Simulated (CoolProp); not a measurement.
Vapour pressure (MPa) of dimethyl carbonate: the reference equation beside estimates from Tc = 557.0 K, pc = 4.909 MPa, ω = 0.346. Clausius-Clapeyron is anchored at 324.8 K with a constant enthalpy of vaporisation of 36.18 kJ/mol.

The numbers come from the reference Helmholtz-energy equation of state, Zhou 2011 in CoolProp.

```csv
T (K),reference,Clausius-Clapeyron,van der Waals,Peng-Robinson
324.8,0.02493,0.02493,0.3610,0.02477
330,0.03084,0.03079,0.3962,0.03062
335.2,0.03785,0.03778,0.4338,0.03756
340.4,0.04611,0.04607,0.4738,0.04575
345.6,0.05576,0.05584,0.5161,0.05533
350.9,0.06722,0.06753,0.5619,0.06671
356.1,0.08022,0.08094,0.6093,0.07965
361.3,0.09516,0.09650,0.6594,0.09453
366.5,0.1122,0.1145,0.7121,0.1116
371.7,0.1317,0.1352,0.7676,0.1310
376.9,0.1536,0.1589,0.8258,0.1529
382.2,0.1789,0.1864,0.8881,0.1783
387.4,0.2067,0.2172,0.9522,0.2062
392.6,0.2378,0.2521,1.019,0.2375
```

Absolute difference from the reference over all 14 rows, mean and median: Clausius-Clapeyron 1.9 and 1.2 %, van der Waals 704.4 and 626.2 %, Peng-Robinson 0.6 and 0.7 %.
